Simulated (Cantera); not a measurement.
Cantera with NASA thermochemical tables; ideal gases at 1 bar, condensed phases pure. Values are per mole of reaction as written; species without (g) are pure solids or liquids, kept so even where they would boil at 1 bar.

2 Fe₂O₃ + 4 Fe₂Cl₆(g) = 12 FeCl₂(g) + 3 O₂(g)

```csv
T (K),ΔH° (kJ),ΔS° (J/K),ΔG° (kJ),log10 K
300,2575.9,1883.7,2010.8,-350.11
850,2480.9,1711.0,1026.6,-63.08
950,2460.1,1687.8,856.7,-47.10
1050,2442.1,1669.8,688.8,-34.27
1150,(withheld),(withheld),(withheld),(withheld)
1250,2410.7,1642.4,357.8,-14.95
1350,2396.4,1631.3,194.1,-7.51
1450,(withheld),(withheld),(withheld),(withheld)
1550,2369.4,1612.7,-130.3,4.39
1650,2356.5,1604.6,-291.1,9.22
1750,2343.8,1597.2,-451.2,13.47
```

Problem. Some entries are withheld; supply them.

Solution. 
- 1150, ΔH° (kJ): 2425.8
- 1150, ΔS° (J/K): 1655.0
- 1150, ΔG° (kJ): 522.6
- 1150, log10 K: -23.74
- 1450, ΔH° (kJ): 2382.7
- 1450, ΔS° (J/K): 1621.5
- 1450, ΔG° (kJ): 31.4
- 1450, log10 K: -1.13
